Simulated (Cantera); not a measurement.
A closed system holds: 1 mol Fe2O3, 660 mol H2, at 0.000330 bar.

Cantera equilibrium calculation (NASA polynomials, part measured and part estimated; ideal gas, pure solids and liquids). Candidate condensed phases: Fe, FeO, Fe(OH)2, Fe(OH)3, Fe2O3, Fe3O4, H2O; 12 gas species. The numbers say what is thermodynamically allowed, not how fast it happens.

x: gas mole fraction; n: condensed amount in mol.

```
T (K)   x H2    x H2O       x H      x Fe    x OH  n Fe(α)  n Fe(γ)
-----  -----  -------  --------  --------  ------  -------  -------
648    0.995  0.00455    <1e-12    <1e-12  <1e-12     2.00        0
723    0.995  0.00455  4.63e-12    <1e-12  <1e-12     2.00        0
798    0.995  0.00455  1.46e-10    <1e-12  <1e-12     2.00        0
873    0.995  0.00455   2.57e-9    <1e-12  <1e-12     2.00        0
948    0.995  0.00455   2.88e-8  3.04e-12  <1e-12     2.00        0
1023   0.995  0.00455   2.27e-7  1.36e-10       …     2.00        0
1098   0.995  0.00455   1.36e-6   3.53e-9       …     2.00        0
1173   0.995  0.00455   6.48e-6   5.95e-8       …     2.00        0
1248   0.995  0.00455   2.56e-5   7.06e-7       …        0     2.00
1323   0.995  0.00455   8.71e-5   6.30e-6       …        0     2.00
1398   0.995  0.00454  0.000260   4.42e-5       …        0     1.97
```

### Question
Fill in the missing entries.

### Answer

- 1023, x OH: 2.73e-12
- 1098, x OH: 2.73e-11
- 1173, x OH: 2.04e-10
- 1248, x OH: 1.20e-9
- 1323, x OH: 5.75e-9
- 1398, x OH: 2.34e-8
